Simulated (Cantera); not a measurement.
Charge: 1 mol PbS, 9.7 mol H2, 9.8 mol N2, 0.00061 mol H2S, at 3.20 bar.

Method: chemical equilibrium by Gibbs-energy minimisation in Cantera with the NASA 1993 tables (ideal gas, pure condensed phases). Candidate condensed phases: Pb, PbS, S; 18 gas species. Mutual solubility and eutectic melting of coexisting phases are not modelled. Kinetics and transport are ignored.

Problem. What share of the Pb ends up in condensed phases as a function of T (K), at 848, 898, 948, 998, 1048, 1098, 1148, 1198?

Solution. 
```csv
T (K),Pb condensed (%),as
848,100.0,Pb(l) + PbS(s)
898,100.0,Pb(l) + PbS(s)
948,100.0,Pb(l) + PbS(s)
998,99.9,Pb(l) + PbS(s)
1048,99.8,Pb(l) + PbS(s)
1098,99.4,Pb(l) + PbS(s)
1148,98.3,Pb(l) + PbS(s)
1198,95.6,Pb(l) + PbS(s)
```
